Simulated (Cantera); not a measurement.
**Counterflow diffusion flame**

A counterflow diffusion flame at 0.987 atm, nozzles 20 mm apart: fuel side 70.4 % CH4, 7.04 % C2H6, 22.5 % C3H8 at 325 K, oxidiser side 19.0 % O2, 81.0 % N2 at 450 K, fuel mass flux 1.2 times the oxidiser's; mixture-averaged transport, no radiation.

Detailed kinetics in Cantera: GRI-Mech 3.0 (53 species, 325 reactions). GRI-Mech 3.0 was tuned for natural gas; its chemistry of propane as a main component is partial and can be far from experiment. GRI-Mech 3.0 has no aromatics or soot, which form on the fuel side of real flames. The maximum strain rate includes the flame's own expansion and is several times the mean. A flux with no burning solution from the previous one only brackets extinction.

```tsv
oxidiser flux (kg/m²/s)	max strain (1/s)	mean strain (1/s)	T max (K)	peak x OH	peak x H	peak x NO	peak x CO	peak x C2H2
0.25	184	33.6	1987	0.00579	0.00341	0.000185	0.0443	0.0191
0.35	249	47.1	1968	0.00573	0.00359	0.000165	0.0444	0.0178
0.49	339	65.9	1952	0.00567	0.00377	0.000146	0.0448	0.0165
0.68	459	91.4	1933	0.00555	0.00391	0.000124	0.0453	0.0151
0.96	632	129	1910	0.00533	0.00400	9.89e-5	0.0460	0.0135
1.3	835	175	1885	0.00503	0.00399	7.55e-5	0.0469	0.0117
1.9	1180	255	1841	0.00442	0.00376	4.51e-5	0.0484	0.00906
2.6	1570	350	1773	0.00342	0.00305	1.84e-5	0.0498	0.00559
```
x: mole fraction; the columns are a selection and need not sum to one.

At the next flux tried, 3.7 kg/m²/s, no burning solution was found from the previous one.
